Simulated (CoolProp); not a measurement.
Properties of nitrogen at several states (Tc = 126.2 K, pc = 3396 kPa, ω = 0.037).

The numbers come from the reference Helmholtz-energy equation of state, Span 2000 in CoolProp.

```csv
T (K),p (kPa),phase,density (kg/m³),cp (kJ/(kg K)),expansivity (1/kK),conductivity (mW/(m K))
743.2,44.6,gas,0.2022,1.108,1.345,52.6
667.2,9740,supercritical,47.18,1.112,1.478,50.4
607.9,44.9,gas,0.2488,1.077,1.645,45.3
434,19.6,gas,0.1521,1.047,2.304,35.0
```

Thermal conductivity comes from a separate model (Lemmon 2004).
